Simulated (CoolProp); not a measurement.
Normal hydrogen along the isotherm 20.4 K: density (kg/m³) from the reference equation and from simpler models built on Tc = 33.1 K, pc = 1296 kPa, ω = -0.219; each cubic takes its own stable root.

Computed with CoolProp (reference Helmholtz-energy equation of state, Leachman 2009).

| p (kPa) | phase | reference | Redlich-Kwong | Soave-Redlich-Kwong | Peng-Robinson |
|---|---|---|---|---|---|
| 499 | liquid | 71.35 | 85.38 | 79.29 | (withheld) |
| 997 | liquid | 71.98 | 85.80 | 80.04 | 89.97 |
| 1500 | liquid | 72.57 | 86.21 | 80.74 | 90.69 |
| 1990 | liquid | 73.13 | 86.58 | 81.38 | 91.35 |
| 2490 | liquid | 73.66 | 86.95 | 81.98 | 91.98 |
| 2990 | liquid | 74.17 | 87.30 | 82.55 | 92.56 |
| 3490 | liquid | 74.66 | 87.64 | 83.08 | 93.12 |
| 3990 | liquid | 75.12 | 87.96 | 83.58 | 93.64 |
| 4490 | liquid | 75.57 | 88.27 | 84.06 | 94.13 |
| 4990 | liquid | 76.00 | 88.56 | (withheld) | 94.60 |
| 5480 | liquid | 76.41 | 88.84 | 84.93 | 95.04 |
| 5980 | liquid | (withheld) | (withheld) | 85.34 | 95.47 |
| 6480 | liquid | 77.21 | 89.39 | 85.73 | 95.88 |

Q: Some entries are withheld; supply them.

A: 
- 499, Peng-Robinson: 89.19
- 4990, Soave-Redlich-Kwong: 84.51
- 5980, reference: 76.82
- 5980, Redlich-Kwong: 89.12
